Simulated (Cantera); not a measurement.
Calcination and drying: MgSO4 + H2

Input: 1 mol MgSO4, 2.3 mol H2, held at 1602 °C and 1.00 bar.

Method: chemical equilibrium by Gibbs-energy minimisation in Cantera with the NASA 1993 tables (ideal gas, pure condensed phases). Candidate condensed phases: H2O, H2SO4, Mg, MgO, Mg(OH)2, MgS, MgSO4, S; 26 gas species. Equilibrium is a limit: real reactors are often held back by kinetics, nucleation or transport.

```
Quantity                              Value
--------------------------------  ---------
x(H2O)                                0.626
x(SO2)                                0.172
x(H2)                                 0.105
x(S2)                                0.0569
x(H2S)                               0.0213
x(SO)                                0.0121
x(SH)                               0.00411
x(S2O)                              0.00226
x(S)                               0.000317
n(MgO(s))                         1.000 mol
gas amount                        3.049 mol
log10 activity of S(l) (absent)       -2.13
log10 activity of Mg(l) (absent)      -7.73
```
